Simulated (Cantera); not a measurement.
What does this Cantera script print?

```python
import numpy as np
import cantera as ct

gas_names = """
    AL ALCL ALCL2 ALCL3 AL2 AL2CL6 CL CL2
""".split()
cond_names = """
    AL(cr) AL(L) ALCL3(s) ALCL3(L)
""".split()


# ... load() reads the species with a 1 bar reference pressure and builds the phases ...
atoms = {
    'Al': {'AL': 1},
    'Cl2': {'CL': 2},
}
top_T = {}  # K; cautious upper limits of use, not melting points


# ... equilibrate(T, P, feed) seeds the gas with the atoms and calls Mixture.equilibrate('TP', solver="vcs", rtol=1e-11, max_steps=5000) ...
results = []
T = 875  # K
P = 1000  # Pa
for m in [0.51, 0.59, 0.69, 0.81, 0.94, 1.1, 1.3, 1.5, 1.7, 2, 2.4]:
    feed = {'Al': 1, 'Cl2': m}  # mol
    mix = equilibrate(T, P, feed)
    results.append((T, P, feed, dict(zip(mix.species_names, mix.species_moles))))

top = {s: max(r[3][s] / sum(r[3][g] for g in gas_names) for r in results) for s in gas_names}
cols = sorted((s for s in top if top[s] > 0.0001), key=lambda s: -top[s])[:9]
seen = [c for c in cond_names if any(r[3].get(c, 0) > 1e-12 for r in results)]
print("log10 of partial pressures in bar; condensed amounts in mol")
print(f"{'n(Cl2)':>10s}" + "".join(f"{s[:9]:>10s}" for s in cols + seen))
for T, P, feed, n in results:
    ng = sum(n[g] for g in gas_names)
    print(f"{feed['Cl2']:10.4g}" + "".join(f"{np.log10(max(n[s] / ng * P / 1e5, 1e-99)):10.3f}" for s in cols)
          + "".join(f"{n.get(c, 0):10.4g}" for c in seen))
```

Result:

```
log10 of partial pressures in bar; condensed amounts in mol
    n(Cl2)     ALCL3       CL2      ALCL    AL2CL6     ALCL2        CL    AL(cr)
      0.51    -2.010   -22.874    -3.940    -4.156    -4.315   -15.774    0.6568
      0.59    -2.010   -22.874    -3.940    -4.156    -4.315   -15.774     0.603
      0.69    -2.010   -22.874    -3.940    -4.156    -4.315   -15.774    0.5357
      0.81    -2.010   -22.874    -3.940    -4.156    -4.315   -15.774     0.455
      0.94    -2.010   -22.874    -3.940    -4.156    -4.315   -15.774    0.3675
       1.1    -2.010   -22.874    -3.940    -4.156    -4.315   -15.774    0.2599
       1.3    -2.010   -22.874    -3.940    -4.156    -4.315   -15.774    0.1253
       1.5    -2.003   -11.443   -15.364    -4.142   -10.024   -10.058         0
       1.7    -2.082    -2.776   -24.110    -4.300   -14.437    -5.725         0
         2    -2.179    -2.476   -24.507    -4.493   -14.683    -5.575         0
       2.4    -2.281    -2.324   -24.762    -4.698   -14.862    -5.499         0
```

Method: chemical equilibrium by Gibbs-energy minimisation in Cantera with the NASA 1993 tables (ideal gas, pure condensed phases). The tables' values for AlCl2 are old estimates; treat these amounts as uncertain.
